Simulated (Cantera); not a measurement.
A Cantera script and its output.

```python
import numpy as np
import cantera as ct

gas = ct.Solution("gri30.yaml")
gas.TPX = 550, 150000, {'C3H8': 1, 'O2': 3.85, 'N2': 19.2}
flame = ct.FreeFlame(gas, width=0.03)
flame.set_refine_criteria(ratio=3, slope=0.08, curve=0.16)
flame.transport_model = "mixture-averaged"
flame.solve(loglevel=0, auto=True)
z, T = flame.grid, flame.T
thick = (T[-1] - T[0]) / np.gradient(T, z).max()
show = ['C3H8', 'O2', 'H2O2', 'H2O', 'C2H4', 'NO2']
print(f"laminar burning velocity  {flame.velocity[0] * 100:.3f} cm/s")
print(f"burnt temperature         {T[-1]:.1f} K")
print(f"thermal thickness         {thick * 1e3:.4f} mm")
print(f"grid points               {len(z)}")
z0 = z[flame.heat_release_rate.argmax()]
print(f"{'z/mm':>9s}{'T/K':>9s}{'u/(m/s)':>9s}" + "".join(f"{s:>11s}" for s in show))
rows = []
for k in (-3, -2, -1.5, -1, -0.5, -0.25, 0, 0.25, 0.5, 1, 2, 4, 8):
    zz = z0 + k * thick
    rows.append([k * thick, np.interp(zz, z, T), np.interp(zz, z, flame.velocity),
                 *(np.interp(zz, z, flame.X[gas.species_index(s)]) for s in show)])
    print(f"{rows[-1][0] * 1e3:9.3f}{rows[-1][1]:9.1f}{rows[-1][2]:9.3f}" + "".join(f"{x:11.3e}" for x in rows[-1][3:]))
```

Result:

```
laminar burning velocity  64.730 cm/s
burnt temperature         2035.9 K
thermal thickness         0.2832 mm
grid points               149
     z/mm      T/K  u/(m/s)       C3H8         O2       H2O2        H2O       C2H4        NO2
   -0.850    550.5    0.650  4.149e-02  1.596e-01  2.474e-08  1.172e-04  1.977e-06  1.022e-09
   -0.566    554.5    0.657  4.134e-02  1.587e-01  2.217e-07  8.296e-04  2.351e-05  1.094e-08
   -0.425    569.3    0.677  4.111e-02  1.568e-01  9.381e-07  2.945e-03  1.312e-04  5.270e-08
   -0.283    649.5    0.781  3.990e-02  1.485e-01  4.439e-06  1.219e-02  9.725e-04  2.599e-07
   -0.142   1010.1    1.253  2.785e-02  1.123e-01  1.462e-05  4.545e-02  6.549e-03  3.687e-07
   -0.071   1353.3    1.726  9.892e-03  7.543e-02  1.285e-05  7.414e-02  1.054e-02  1.227e-07
    0.000   1682.8    2.189  3.165e-04  3.667e-02  1.409e-06  1.017e-01  4.475e-03  1.525e-08
    0.071   1849.7    2.411  3.511e-07  1.422e-02  2.572e-07  1.163e-01  3.526e-04  2.765e-09
    0.142   1904.4    2.477  5.636e-11  5.469e-03  1.415e-07  1.207e-01  1.198e-05  1.906e-09
    0.283   1936.1    2.507  1.796e-17  1.475e-03  1.015e-07  1.206e-01  1.182e-08  1.647e-09
    0.566   1962.5    2.534  1.168e-23  6.651e-04  7.044e-08  1.199e-01  9.012e-12  1.447e-09
    1.133   1988.8    2.564  4.280e-30  3.473e-04  4.311e-08  1.212e-01  5.453e-15  1.196e-09
    2.265   2010.6    2.589  2.479e-34  1.440e-04  2.164e-08  1.227e-01  4.863e-18  9.120e-10
```

Model: GRI-Mech 3.0 (53 species, 325 reactions), integrated in Cantera. GRI-Mech 3.0 was tuned for natural gas; its chemistry of propane as a main component is partial and can be far from experiment. Burning velocities carry a grid error of a few per cent, more on coarse grids.
